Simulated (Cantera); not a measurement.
Input: 1 mol Fe2O3, 0.44 mol H2, at 6.00 mbar.

These are equilibrium values from Cantera (NASA tables, ideal gas, pure condensed phases), not measurements of a reactor. Candidate condensed phases: Fe, FeO, Fe(OH)2, Fe(OH)3, Fe2O3, Fe3O4, H2O; 12 gas species. Mutual solubility and eutectic melting of coexisting phases are not modelled. The tables' stoichiometric FeO is somewhat more stable than real wüstite, so its field is too wide. FeO: taken at fixed stoichiometry. Rates play no part.

log p: log10 of the partial pressure in bar; n: condensed amount in mol.

```csv
T (K),log p H2O,log p O2,log p H2,log p OH,n FeO(s),n Fe3O4(s),n FeO(l)
1498,-2.23,-8.05,-3.94,-6.57,0.295,0.568,0
1548,-2.23,-7.41,-3.98,-6.23,0.297,0.568,0
1598,-2.23,-6.81,-4.01,-5.91,0.299,0.567,0
1648,-2.23,(withheld),-4.05,(withheld),0.301,0.566,0
1698,-2.23,(withheld),(withheld),(withheld),0,0.565,0.306
1748,-2.23,-4.94,-4.24,-4.98,0,0.562,0.313
1798,-2.23,-4.34,-4.34,-4.70,0,0.556,0.332
1848,-2.24,-3.77,-4.44,-4.43,0,0.535,0.394
```

**Question.** Complete the blanks.

**Answer.** 
- 1648, log p O2: -6.24
- 1648, log p OH: -5.60
- 1698, log p O2: -5.57
- 1698, log p H2: -4.15
- 1698, log p OH: -5.28
